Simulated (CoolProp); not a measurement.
Vapour-liquid equilibrium of CH2F2 (R32) (1) + R152A (2) at 5.74 bar; x and y are mole fractions of (1).

Model: multi-fluid Helmholtz-energy mixture model, Tillner-Roth 1997 and Outcalt 1996; pair parameters Bell 2016, in CoolProp.

Q: Give the bubble temperature and the first vapour's composition at x = 0.35, 0.575, 0.725. Is there an azeotrope?

A: x = 0.35: 280.6 K, y = 0.582; x = 0.575: 273.1 K, y = 0.780; x = 0.725: 269.0 K, y = 0.874. No azeotrope shows between x = 0.05 and 0.95.

The pair parameters rest on a limited set of measurements; away from them the model extrapolates.
